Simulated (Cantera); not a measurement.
Reactions in the system Cu-F-O

Standard-state values (1 bar) from the NASA 1993 polynomials, evaluated with Cantera. Values are per mole of reaction as written; species without (g) are pure solids or liquids, kept so even where they would boil at 1 bar.

4 CuF₂(g) + O₂(g) = 2 Cu₂O + 4 F₂(g)

| T (K) | ΔH° (kJ) | ΔS° (J/K) | ΔG° (kJ) | log10 K | condensed phases |
|---|---|---|---|---|---|
| 1400 | 777.2 | -213.4 | 1076.0 | -40.14 | Cu₂O(s) |
| 1550 | 918.4 | -120.1 | 1104.6 | -37.22 | Cu₂O(l) |
| 1700 | 931.2 | -112.2 | 1122.0 | -34.47 | Cu₂O(l) |
| 1850 | 943.8 | -105.1 | 1138.3 | -32.14 | Cu₂O(l) |
| 2000 | 956.2 | -98.7 | 1153.5 | -30.13 | Cu₂O(l) |
| 2150 | 968.3 | -92.9 | 1167.9 | -28.37 | Cu₂O(l) |
| 2300 | 980.0 | -87.6 | 1181.4 | -26.83 | Cu₂O(l) |
| 2450 | 991.4 | -82.8 | 1194.2 | -25.46 | Cu₂O(l) |
| 2600 | 1002.3 | -78.5 | 1206.3 | -24.23 | Cu₂O(l) |

2 Cu₂O + 8 F(g) = O₂(g) + 4 CuF₂(g)

```tsv
T (K)	ΔH° (kJ)	ΔS° (J/K)	ΔG° (kJ)	log10 K	condensed phases
1400	-1443.8	-297.7	-1027.1	38.32	Cu₂O(s)
1550	-1587.3	-392.5	-978.9	32.99	Cu₂O(l)
1700	-1602.1	-401.6	-919.3	28.25	Cu₂O(l)
1850	-1616.6	-409.8	-858.4	24.24	Cu₂O(l)
2000	-1630.7	-417.2	-796.4	20.80	Cu₂O(l)
2150	-1644.5	-423.8	-733.3	17.82	Cu₂O(l)
2300	-1658.0	-429.9	-669.3	15.20	Cu₂O(l)
2450	-1671.1	-435.4	-604.4	12.89	Cu₂O(l)
2600	-1683.9	-440.5	-538.7	10.82	Cu₂O(l)
```
